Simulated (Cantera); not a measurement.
# Thermodynamics of aluminium and copper etching, feed Cu + HF

Charge: 1 mol Cu, 13 mol HF, at 10.0 mbar.

Equilibrium computed with Cantera from the NASA thermochemical tables; the gas is ideal and each condensed phase is pure. Candidate condensed phases: Cu, CuF₂; 15 gas species. Rates play no part.

```json
[
 {"T (K)": "525", "x HF": "1.000", "x CuF": "<1e-12", "x H₂": "6.73e-12", "x Cu": "<1e-12", "x H₂F₂": "9.86e-6", "x H": "<1e-12", "x CuF₂": "<1e-12", "n Cu(s)": "1.00", "n Cu(l)": "0"},
 {"T (K)": "600", "x HF": "1.000", "x CuF": "2.74e-12", "x H₂": "4.16e-12", "x Cu": "<1e-12", "x H₂F₂": "4.23e-6", "x H": "<1e-12", "x CuF₂": "1.04e-12", "n Cu(s)": "1.00", "n Cu(l)": "0"},
 {"T (K)": "675", "x HF": "1.000", "x CuF": "1.71e-10", "x H₂": "1.06e-10", "x Cu": "<1e-12", "x H₂F₂": "2.18e-6", "x H": "<1e-12", "x CuF₂": "1.98e-11", "n Cu(s)": "1.00", "n Cu(l)": "0"},
 {"T (K)": "750", "x HF": "1.000", "x CuF": "3.84e-9", "x H₂": "2.06e-9", "x Cu": "<1e-12", "x H₂F₂": "1.28e-6", "x H": "<1e-12", "x CuF₂": "1.42e-10", "n Cu(s)": "1.00", "n Cu(l)": "0"},
 {"T (K)": "825", "x HF": "1.000", "x CuF": "4.76e-8", "x H₂": "2.45e-8", "x Cu": "<1e-12", "x H₂F₂": "8.33e-7", "x H": "<1e-12", "x CuF₂": "6.78e-10", "n Cu(s)": "1.000", "n Cu(l)": "0"},
 {"T (K)": "900", "x HF": "1.000", "x CuF": "3.84e-7", "x H₂": "1.95e-7", "x Cu": "1.80e-11", "x H₂F₂": "5.82e-7", "x H": "<1e-12", "x CuF₂": "2.47e-9", "n Cu(s)": "1.000", "n Cu(l)": "0"},
 {"T (K)": "975", "x HF": "1.000", "x CuF": "2.24e-6", "x H₂": "1.13e-6", "x Cu": "5.58e-10", "x H₂F₂": "4.31e-7", "x H": "1.21e-11", "x CuF₂": "7.37e-9", "n Cu(s)": "1.000", "n Cu(l)": "0"},
 {"T (K)": "1050", "x HF": "1.000", "x CuF": "1.01e-5", "x H₂": "5.07e-6", "x Cu": "1.05e-8", "x H₂F₂": "3.34e-7", "x H": "1.83e-10", "x CuF₂": "1.88e-8", "n Cu(s)": "1.000", "n Cu(l)": "0"},
 {"T (K)": "1125", "x HF": "1.000", "x CuF": "3.71e-5", "x H₂": "1.86e-5", "x Cu": "1.34e-7", "x H₂F₂": "2.68e-7", "x H": "1.92e-9", "x CuF₂": "4.23e-8", "n Cu(s)": "1.000", "n Cu(l)": "0"},
 {"T (K)": "1200", "x HF": "1.000", "x CuF": "0.000116", "x H₂": "5.80e-5", "x Cu": "1.23e-6", "x H₂F₂": "2.22e-7", "x H": "1.50e-8", "x CuF₂": "8.61e-8", "n Cu(s)": "0.998", "n Cu(l)": "0"},
 {"T (K)": "1275", "x HF": "1.000", "x CuF": "0.000315", "x H₂": "0.000158", "x Cu": "8.66e-6", "x H₂F₂": "1.88e-7", "x H": "9.25e-8", "x CuF₂": "1.61e-7", "n Cu(s)": "0.996", "n Cu(l)": "0"},
 {"T (K)": "1350", "x HF": "0.999", "x CuF": "0.000764", "x H₂": "0.000382", "x Cu": "4.89e-5", "x H₂F₂": "1.63e-7", "x H": "4.66e-7", "x CuF₂": "2.81e-7", "n Cu(s)": "0.989", "n Cu(l)": "0"},
 {"T (K)": "1425", "x HF": "0.997", "x CuF": "0.00162", "x H₂": "0.000812", "x Cu": "0.000217", "x H₂F₂": "1.43e-7", "x H": "1.94e-6", "x CuF₂": "4.55e-7", "n Cu(s)": "0", "n Cu(l)": "0.976"},
 {"T (K)": "1500", "x HF": "0.994", "x CuF": "0.00318", "x H₂": "0.00159", "x Cu": "0.000822", "x H₂F₂": "1.27e-7", "x H": "7.01e-6", "x CuF₂": "6.97e-7", "n Cu(s)": "0", "n Cu(l)": "0.948"}
]
```
x: gas mole fraction; n: condensed amount in mol.

From 525 K to 1350 K the condensed part is Cu(s). From 1425 K to 1500 K the condensed part is Cu(l).
